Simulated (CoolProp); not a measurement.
Vapour-liquid equilibrium of n-butane (1) + trans-2-butene (2) at 0.097 MPa; x and y are mole fractions of (1).

Values from CoolProp's multi-fluid Helmholtz-energy mixture model, Bücker 2006 and Lemmon 2005; pair parameters Bell 2016.

Give the bubble temperature and the first vapour's composition at x = 0.35, 0.575, 0.725. Is there an azeotrope?

x = 0.35: -1.2 °C, y = 0.365; x = 0.575: -1.5 °C, y = 0.583; x = 0.725: -1.6 °C, y = 0.728. y crosses x between x = 0.875 and 0.95: the model has an azeotrope there.

Pair parameters are fitted to limited data, so mixtures are less certain than the pure fluids.
